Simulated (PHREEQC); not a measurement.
Solution (25 °C and 300 atm): 0.055 mol/kgw HF, 0.002 mol/kgw (CH3)4NF and 3.4e-05 mol/kgw H4SiO4. Closed to the air; pH follows from the charge balance.

Equilibrium calculation in PHREEQC: ion-association model, phreeqc.dat.

Each row changes one thing in this solution. This is a speciation only: nothing precipitates in the calculation.

```json
[
 {"case": "as made", "pH": "2.24", "ionic strength (mol/kgw)": "0.00834", "HF (mol/kgw)": "0.0474", "F- (mol/kgw)": "0.00709", "HF2- (mol/kgw)": "0.00115"},
 {"case": "(CH3)4NF replaced by TMAH at the same molality", "pH": "2.25", "ionic strength (mol/kgw)": "0.00818", "HF (mol/kgw)": "0.0456", "F- (mol/kgw)": "___", "HF2- (mol/kgw)": "0.00109"},
 {"case": "temperature from 25 to 45 °C", "pH": "2.32", "ionic strength (mol/kgw)": "0.00723", "HF (mol/kgw)": "0.0486", "F- (mol/kgw)": "0.00601", "HF2- (mol/kgw)": "0.00112"},
 {"case": "diluted 10-fold with water", "pH": "2.79", "ionic strength (mol/kgw)": "0.00192", "HF (mol/kgw)": "0.00375", "F- (mol/kgw)": "___", "HF2- (mol/kgw)": "___"},
 {"case": "H4SiO4 left out", "pH": "2.24", "ionic strength (mol/kgw)": "0.00829", "HF (mol/kgw)": "0.0476", "F- (mol/kgw)": "0.00713", "HF2- (mol/kgw)": "0.00116"},
 {"case": "HF left out", "pH": "7.11", "ionic strength (mol/kgw)": "0.00200", "HF (mol/kgw)": "1.87e-7", "F- (mol/kgw)": "0.00200", "HF2- (mol/kgw)": "1.27e-9"},
 {"case": "HF from 0.055 to 0.011 mol/kgw", "pH": "2.72", "ionic strength (mol/kgw)": "0.00407", "HF (mol/kgw)": "0.00872", "F- (mol/kgw)": "0.00385", "HF2- (mol/kgw)": "0.000115"},
 {"case": "H4SiO4 from 3.4e-05 to 3.06e-05 mol/kgw", "pH": "2.24", "ionic strength (mol/kgw)": "0.00833", "HF (mol/kgw)": "0.0474", "F- (mol/kgw)": "0.00709", "HF2- (mol/kgw)": "0.00115"},
 {"case": "(CH3)4NF from 0.002 to 0.003 mol/kgw", "pH": "2.26", "ionic strength (mol/kgw)": "0.00897", "HF (mol/kgw)": "0.0477", "F- (mol/kgw)": "___", "HF2- (mol/kgw)": "0.00124"}
]
```

Problem. Fill in the missing entries.

Solution. 
- (CH3)4NF replaced by TMAH at the same molality, F- (mol/kgw): 0.00699
- diluted 10-fold with water, F- (mol/kgw): 0.00189
- diluted 10-fold with water, HF2- (mol/kgw): 2.41e-5
- (CH3)4NF from 0.002 to 0.003 mol/kgw, F- (mol/kgw): 0.00762

Species that the database lacks are ignored. Under pressure, the constants of complexes without a molar volume in the database are unreliable. (CH3)4N+ isn't in the database: it is added as a free cation with an ion size of 4 Å. At this temperature some constants are extrapolated from 25 °C, and those without enthalpy data are left unchanged. SiF6-2 is the database's only silicon fluoride.
